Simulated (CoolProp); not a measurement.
A Linde-Hampson liquefier for oxygen: isothermal reversible compression at 230 K from 1 atm to 15 MPa, throttling to 1 atm, return gas leaving the recuperator 0 K below the feed. Each further row changes one setting.

Values from CoolProp's reference Helmholtz-energy equation of state, Schmidt 1985.

| case | liquid yield per pass | compression work (kJ/kg of gas) |
|---|---|---|
| as stated | [?] | 283 |
| high pressure 30 MPa | [?] | 316 |
| warm-end temperature 260 K | [?] | 327 |
| warm-end gap 5 K | [?] | 283 |

Some entries are withheld; supply them.


- as stated, liquid yield per pass: 0.181
- high pressure 30 MPa, liquid yield per pass: 0.273
- warm-end temperature 260 K, liquid yield per pass: 0.125
- warm-end gap 5 K, liquid yield per pass: 0.170
